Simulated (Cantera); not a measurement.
Feed: 1 mol C2H2, 0.36 mol H2, 0.83 mol N2, at 13300 Pa.

These are equilibrium values from Cantera (NASA tables, ideal gas, pure condensed phases), not measurements of a reactor. Candidate condensed phases: C, C6H6, C7H8, C8H18; 92 gas species. Equilibrium is a limit: real reactors are often held back by kinetics, nucleation or transport.

Task: At 1050 °C, list the 4 most abundant gas species with their mole fractions, and the condensed phases.

Result: H2 0.620, N2 0.379, CH4 0.000349, HCN 0.000124. Condensed: C(graphite).
